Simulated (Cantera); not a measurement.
## Equilibrium for silicon nitride deposition: Si2Cl6 + NH3 + H2

Input: 1 mol Si2Cl6, 0.44 mol NH3, 13 mol H2, held at 0.435 Torr.

Equilibrium computed with Cantera from the NASA thermochemical tables; the gas is ideal and each condensed phase is pure. Candidate condensed phases: NH4Cl, Si, Si3N4; 28 gas species. The feed counts by its element totals alone. Mutual solubility and eutectic melting of coexisting phases are not modelled. The tables' values for SiCl3 are old estimates; treat these amounts as uncertain. The numbers say what is thermodynamically allowed, not how fast it happens.

From 750 K to 1075 K the condensed part is Si(s) + Si3N4(s). The main Si-bearing gas is SiCl4 throughout. The share of Si in condensed phases is highest at 1050 K (33.0 %) and lowest at 750 K (24.1 %).

| T (K) | x H2 | x HCl | x SiCl4 | x SiCl2 | x SiHCl3 | n Si(s) | n Si3N4(s) |
|---|---|---|---|---|---|---|---|
| 750 | 0.896 | 0.00419 | 0.0913 | 1.69e-5 | 0.00884 | 0.151 | 0.110 |
| 775 | 0.894 | 0.00604 | 0.0908 | 3.86e-5 | 0.00870 | 0.159 | 0.110 |
| 800 | 0.892 | 0.00851 | 0.0901 | 8.33e-5 | 0.00854 | 0.168 | 0.110 |
| 825 | 0.890 | 0.0117 | 0.0892 | 0.000171 | 0.00837 | 0.179 | 0.110 |
| 850 | 0.887 | 0.0158 | 0.0879 | 0.000336 | 0.00818 | 0.194 | 0.110 |
| 875 | 0.883 | 0.0209 | 0.0863 | 0.000633 | 0.00796 | 0.210 | 0.110 |
| 900 | 0.878 | 0.0272 | 0.0841 | 0.00114 | 0.00771 | 0.230 | 0.110 |
| 925 | 0.872 | 0.0347 | 0.0813 | 0.00200 | 0.00742 | 0.251 | 0.110 |
| 950 | 0.865 | 0.0436 | 0.0778 | 0.00335 | 0.00709 | 0.273 | 0.110 |
| 975 | 0.857 | 0.0537 | 0.0734 | 0.00544 | 0.00669 | 0.294 | 0.110 |
| 1000 | 0.847 | 0.0652 | 0.0680 | 0.00852 | 0.00623 | 0.313 | 0.110 |
| 1025 | 0.836 | 0.0776 | 0.0616 | 0.0129 | 0.00570 | 0.325 | 0.110 |
| 1050 | 0.824 | 0.0908 | 0.0542 | 0.0187 | 0.00510 | 0.329 | 0.110 |
| 1075 | 0.810 | 0.104 | 0.0459 | 0.0262 | 0.00443 | 0.323 | 0.110 |
x: gas mole fraction; n: condensed amount in mol.
